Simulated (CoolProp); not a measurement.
The numbers come from the reference Helmholtz-energy equation of state, Zhou 2012 in CoolProp.

### Question
For ethylbenzene, give the phase and the cv (kJ/(kg K)), Joule-Thomson coefficient (K/MPa) at 354.8 K and 8.26 MPa; 506.3 K and 8.26 MPa; 620 K and 8.26 MPa.

### Answer
- 354.8 K and 8.26 MPa: liquid; cv 1.53, Joule-Thomson coefficient -0.397
- 506.3 K and 8.26 MPa: liquid; cv 2.01, Joule-Thomson coefficient -0.113
- 620 K and 8.26 MPa: supercritical; cv 2.31, Joule-Thomson coefficient 0.749
